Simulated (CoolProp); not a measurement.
Vapour-liquid equilibrium of R143a (1) + R1234yf (2) at 266 kPa; x and y are mole fractions of (1).

Model: multi-fluid Helmholtz-energy mixture model, Lemmon and Jacobsen 2000 and Lemmon 2022; pair parameters Bell 2016, in CoolProp.

| x | bubble temperature (K) | y at the bubble point | dew temperature at overall composition x (K) | liquid density (mol/L) |
|---|---|---|---|---|
| 0.05 | 266.6 | 0.096 | 267.4 | 10.57 |
| 0.125 | 264.5 | 0.222 | 266.2 | 10.76 |
| 0.2 | 262.6 | 0.331 | 264.9 | 10.94 |
| 0.275 | 260.8 | 0.427 | 263.6 | 11.13 |
| 0.35 | 259.2 | 0.512 | 262.2 | 11.32 |
| 0.425 | 257.7 | 0.588 | 260.8 | 11.51 |
| 0.5 | 256.2 | 0.657 | 259.4 | 11.70 |
| 0.575 | 254.9 | 0.720 | 257.9 | 11.90 |
| 0.65 | 253.7 | 0.778 | 256.4 | 12.10 |
| 0.725 | 252.5 | 0.831 | 254.8 | 12.31 |
| 0.8 | 251.4 | 0.881 | 253.2 | 12.52 |
| 0.875 | 250.3 | 0.928 | 251.5 | 12.74 |
| 0.95 | 249.3 | 0.972 | 249.8 | 12.96 |

No azeotrope shows between x = 0.05 and 0.95.

The pair parameters rest on a limited set of measurements; away from them the model extrapolates.
